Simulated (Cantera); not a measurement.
Charge: 1 mol CaCO3, 0.45 mol O2, held at 48.0 Pa.

Cantera equilibrium calculation (NASA polynomials, part measured and part estimated; ideal gas, pure solids and liquids). Candidate condensed phases: C, Ca, CaCO3, CaO; 15 gas species. Kinetics and transport are ignored. All values below are at 1675 °C.

Base state: CO2 0.628, O2 0.318, CO 0.0430, O 0.0114 (mole fractions); condensed: CaO(s).

Q: What changes in the equilibrium state with this change: CaCO3 replaced by MgCO3?

A: 
```json
[
 {"species": "CO2", "before": "0.628", "after": "0.628"},
 {"species": "O2", "before": "0.318", "after": "0.318"},
 {"species": "CO", "before": "0.0430", "after": "0.0430"},
 {"species": "Mg", "before": "0", "after": "0.000230"},
 {"species": "O", "before": "0.0114", "after": "0.0114"},
 {"species": "MgO", "before": "0", "after": "1.51e-5"},
 {"species": "CaO(s), mol", "before": "1.000", "after": "0"},
 {"species": "MgO(s), mol", "before": "0", "after": "1.000"}
]
```
Further candidate phases: Mg, MgCO3, MgO.
